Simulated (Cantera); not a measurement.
## Thermodynamics of iron carbonyl, mercury and lead vapours, feed PbO + N2 + H2

Feed: 1 mol PbO, 8.1 mol N2, 0.11 mol H2, equilibrated at 1 atm.

Cantera equilibrium calculation (NASA polynomials, part measured and part estimated; ideal gas, pure solids and liquids). Candidate condensed phases: H2O, Pb, PbO, PbO2, Pb3O4; 27 gas species. Each liquid is taken as pure. Mutual solubility and eutectic melting of coexisting phases are not modelled. Gases not in the tables: (PbO)n polymers. Equilibrium is a limit: real reactors are often held back by kinetics, nucleation or transport.

From 750 °C to 850 °C the condensed part is Pb(l) + PbO(yellow). From 900 °C to 1150 °C the condensed part is Pb(l) + PbO(l). From 1200 °C to 1400 °C the condensed part is PbO(l). The share of Pb in condensed phases is highest at 750 °C (100.0 %) and lowest at 1400 °C (29.3 %).

```
T (°C)   x N2     x PbO      x Pb   x H2O      x O2  n Pb(l)  n PbO(yellow)  n PbO(l)
------  -----  --------  --------  ------  --------  -------  -------------  --------
750     0.987   6.35e-7   2.63e-5  0.0134  1.13e-12    0.110          0.890         0
800     0.987   2.87e-6   7.21e-5  0.0134  1.22e-11    0.109          0.890         0
850     0.986   1.13e-5  0.000180  0.0134  1.06e-10    0.108          0.890         0
900     0.986   3.81e-5  0.000416  0.0134  7.17e-10    0.107              0     0.890
950     0.986  0.000107  0.000896  0.0134   3.52e-9    0.103              0     0.889
1000    0.985  0.000276   0.00181  0.0134   1.51e-8   0.0950              0     0.888
1050    0.983  0.000659   0.00347  0.0133   5.78e-8   0.0813              0     0.885
1100    0.979   0.00147   0.00633  0.0133   1.99e-7   0.0575              0     0.878
1150    0.973   0.00308    0.0111  0.0132   6.27e-7   0.0178              0     0.864
1200    0.968   0.00613    0.0131  0.0131   3.63e-6        0              0     0.839
1250    0.962    0.0116    0.0131  0.0131   2.57e-5        0              0     0.792
1300    0.953    0.0210    0.0133  0.0129  0.000155        0              0     0.708
1350    0.935    0.0367    0.0143  0.0127  0.000738        0              0     0.559
1400    0.906    0.0616    0.0175  0.0123   0.00245        0              0     0.293
```
x: gas mole fraction; n: condensed amount in mol.
